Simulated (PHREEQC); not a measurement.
Consider water at 53 °C with 0.0017 mol NH4HF2, 0.0014 mol (NH4)2SiF6, 5.2e-05 mol H3BO3 and 0.011 mol HCl per kg of water. It is in equilibrium with CO2 at log p = -3.5 (atm). Otherwise closed; pH follows from the charge balance.

All values are PHREEQC results (ion-association model, phreeqc.dat), not measurements.

This is a speciation only: nothing precipitates in the calculation.

**Question.** Order these F species by the share of F that they hold, largest first: HF2-, SiF6-2, F-, BF4-, HF.

**Answer.** HF (56 %), SiF6-2 (40 %), F- (3.3 %), BF4- (0.82 %), HF2- (0.19 %)

The pH is 2.12 and the ionic strength 0.0138 mol/kgw. Examples of supersaturated solids here: Quartz (slow to form). Others may be too. Constants without temperature data keep their 25 °C values here. SiF6-2 is the database's only silicon fluoride. Real BF4- forms and hydrolyses slowly; the run takes it at equilibrium.
